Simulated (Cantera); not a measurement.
A closed system holds: 1 mol C3H8, 0.03 mol O2, 7.4 mol H2, 0.026 mol H2O, held at 75.0 Torr.

Cantera equilibrium calculation (NASA polynomials, part measured and part estimated; ideal gas, pure solids and liquids). Candidate condensed phases: C, C6H6, C7H8, C8H18, H2O; 110 gas species. The numbers say what is thermodynamically allowed, not how fast it happens.

Task: At 502 °C, list the 5 most abundant gas species with their mole fractions, and the condensed phases.

Result: H2 0.845, CH4 0.146, H2O 0.00671, CO 0.00176, CO2 7.05e-5. Condensed: C(graphite).
